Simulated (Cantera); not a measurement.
Input: 1 mol SiCl₄, a varied amount of C₃H₈, 10 mol H₂, 0.017 mol CH₄, at 925 K and 0.360 bar.

Cantera equilibrium calculation (NASA polynomials, part measured and part estimated; ideal gas, pure solids and liquids). Candidate condensed phases: C, C₆H₆, C₇H₈, C₈H₁₈, Si, SiC; 109 gas species. The tables' values for SiCl₃ are old estimates; treat these amounts as uncertain. Equilibrium is a limit: real reactors are often held back by kinetics, nucleation or transport.

x: gas mole fraction; n: condensed amount in mol.

```csv
n(C₃H₈) (mol),x H₂,x SiCl₄,x CH₄,x HCl,x SiHCl₃,x SiCl₃,x SiH₂Cl₂,n SiC(s),n C(graphite)
0.037,0.879,0.0756,0.00549,0.0317,0.00763,8.31e-5,7.56e-5,0.0666,0
0.062,0.871,0.0747,0.0104,0.0371,0.00638,6.98e-5,5.35e-5,0.0858,0
0.1,0.860,0.0735,0.0187,0.0427,0.00537,5.92e-5,3.86e-5,0.105,0
0.17,0.840,0.0716,[?],[?],[?],4.91e-5,[?],[?],0
0.29,0.818,0.0689,0.0546,0.0549,0.00372,4.20e-5,1.98e-5,0.150,[?]
0.49,0.823,0.0640,0.0553,0.0541,0.00354,3.98e-5,1.92e-5,0.157,0.640
0.81,0.830,0.0574,0.0563,0.0529,0.00327,3.67e-5,1.83e-5,0.169,1.51
```

Q: Some entries are withheld; supply them.

A: 
- 0.17, x CH₄: 0.0348
- 0.17, x HCl: 0.0496
- 0.17, x SiHCl₃: 0.00441
- 0.17, x SiH₂Cl₂: 2.66e-5
- 0.17, n SiC(s): 0.129
- 0.29, n C(graphite): 0.0980
